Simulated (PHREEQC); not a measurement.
## Buffer: an equilibrium model

Make-up at 10 °C: 4.5 mmol/kgw NH4Cl and 0.2 mmol/kgw Na2B4O7. Closed to the air; pH follows from the charge balance.

Model: ion-association model, wateq4f.dat, run in PHREEQC.

Each row changes one thing in this solution. Precipitation was switched off in this run.

```
case                                                pH  ionic strength (mol/kgw)
------------------------------------------------  ----  ------------------------
as made                                           8.58                   0.00462
NH4Cl replaced by ZnCl2 at the same molality       ___                    0.0132
NH4Cl from 0.0045 to 0.00675 mol/kgw              8.44                   0.00684
Na2B4O7 replaced by Na2SeO4 at the same molality  6.07                   0.00510
diluted 10-fold with water                         ___                  0.000462
NH4Cl replaced by CsCl at the same molality       9.32                   0.00490
0.00088 mol/kgw NH3 added                          ___                   0.00480
Na2B4O7 left out                                  6.07                   0.00450
Na2B4O7 from 0.0002 to 0.001 mol/kgw               ___                       ___
```

Q: Complete the blanks.

A: 
- NH4Cl replaced by ZnCl2 at the same molality, pH: 7.79
- diluted 10-fold with water, pH: 8.56
- 0.00088 mol/kgw NH3 added, pH: 9.11
- Na2B4O7 from 0.0002 to 0.001 mol/kgw, pH: 9.02
- Na2B4O7 from 0.0002 to 0.001 mol/kgw, ionic strength (mol/kgw): 0.00582

Some of these states are supersaturated (in Zincite(c) (slow to form), for instance). Away from 25 °C the constants follow the database's enthalpies or fits; those with neither stay at their 25 °C values.
